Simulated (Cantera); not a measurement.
Charge: 1 mol Mg(OH)₂, 1.6 mol H₂O, held at 1377 °C and 1000 Pa.

Equilibrium computed with Cantera from the NASA thermochemical tables; the gas is ideal and each condensed phase is pure. Candidate condensed phases: H₂O, Mg, MgO, Mg(OH)₂; 15 gas species. The numbers say what is thermodynamically allowed, not how fast it happens.

Base state: H₂O 0.995, H₂ 0.00313, O₂ 0.00139, OH 0.000730, H 5.08e-5 (mole fractions); condensed: MgO(s).

**Question.** What changes in the equilibrium state with this change: pressure from 1000 Pa to 400000 Pa?

**Answer.** 
```tsv
species	before	after
H₂O	0.995	0.999
H₂	0.00313	0.000427
O₂	0.00139	0.000189
H	5.08e-5	9.38e-7
OH	0.000730	9.93e-5
MgO(s), mol	1.000	1.000
```
